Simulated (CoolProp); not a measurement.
CF4 (R14) at 298.15 K and 2.06 MPa flows at 8.5 m/s in a round tube of 2 mm bore and 0.25 µm roughness, fully developed (64/Re and Nu = 3.66 if laminar; Colebrook and Gnielinski if turbulent). Each further row changes one setting.

Model: reference Helmholtz-energy equation of state, Platzer 1990, in CoolProp. This equation is an older, rougher fit.

```tsv
case	Reynolds number	Darcy friction factor	pressure drop (Pa/m)	heat-transfer coefficient (W/(m² K))	mass flow (kg/h)
as stated	72900	0.0198	28300	…	7.61
velocity 17 m/s	146000	0.0175	99800	2360	15.2
diameter 4 mm	146000	…	…	1150	…
```

Task: What belongs in the gaps?

Result: 
- as stated, heat-transfer coefficient (W/(m² K)): 1330
- diameter 4 mm, Darcy friction factor: 0.0171
- diameter 4 mm, pressure drop (Pa/m): 12200
- diameter 4 mm, mass flow (kg/h): 30.4

Viscosity comes from a separate model (Huber 2003), an estimate that may be off by 10 % or more. Thermal conductivity comes from a separate model (Huber 2003), an estimate that may be off by 10 % or more.
